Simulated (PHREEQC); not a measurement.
Silver or lead bath

Dissolve 0.067 mmol/kgw Ag2SO4 and 0.19 mmol/kgw KNO3 at 53 °C. Closed to the air; pH follows from the charge balance.

All values are PHREEQC results (ion-association model, wateq4f.dat), not measurements.

Each row changes one thing in this solution. Precipitation was switched off in this run.

```csv
case,pH,KSO4- (mol/kgw),HSO4- (mol/kgw)
as made,6.60,1.26e-7,2.96e-9
KNO3 from 0.00019 to 3.8e-05 mol/kgw,6.60,2.58e-8,3.01e-9
Ag2SO4 from 6.7e-05 to 6.03e-05 mol/kgw,6.60,1.14e-7,2.67e-9
diluted 2-fold with water,6.60,3.26e-8,1.52e-9
Ag2SO4 replaced by Na2SO4 at the same molality,6.60,1.27e-7,2.96e-9
diluted 100-fold with water,6.60,1.38e-11,3.18e-11
Ag2SO4 from 6.7e-05 to 7.37e-05 mol/kgw,6.60,1.39e-7,3.25e-9
```

Complexes and solids missing from the database can't appear. Constants without temperature data keep their 25 °C values here.
